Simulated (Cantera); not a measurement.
**Thermodynamics of nitride etching, feed Si3N4 + HCl + H2**

A closed system holds: 1 mol Si3N4, a varied amount of HCl, 110 mol H2, equilibrated at 2.00 mbar.

These are equilibrium values from Cantera (NASA tables, ideal gas, pure condensed phases), not measurements of a reactor. Candidate condensed phases: NH4Cl, Si, Si3N4; 28 gas species. Mutual solubility and eutectic melting of coexisting phases are not modelled. The tables' values for SiCl3 are old estimates. Rates play no part.

Question: Map the stable condensed phases over T = 775, 875, 975, 1075, 1175, 1275, 1375, 1475, 1575, 1675, 1775, 1875 K and n(HCl) in mol = 3.2, 6.8, 10, 14, 18, 21, 25, 28, 32, 35.

Answer: 
```
T in K \ n(HCl) in mol
         3.2 6.8  10  14  18  21  25  28  32  35
   1875    A   A   A   A   B   B   B   B   B   B
   1775    A   A   A   A   B   B   B   B   B   B
   1675    A   A   A   A   B   B   B   B   B   B
   1575    A   A   A   A   B   B   B   B   B   B
   1475    C   C   C   C   B   B   B   B   B   B
   1375    C   D   D   D   D   D   D   D   B   B
   1275    D   D   D   D   D   D   D   D   D   D
   1175    D   D   D   D   D   D   D   D   D   D
   1075    D   D   D   D   D   D   D   D   D   D
    975    D   D   D   D   D   D   D   D   D   D
    875    D   D   D   D   D   D   D   D   D   D
    775    D   D   D   D   D   D   D   D   D   D
```
A: Si; B: gas only; C: Si + Si3N4; D: Si3N4.
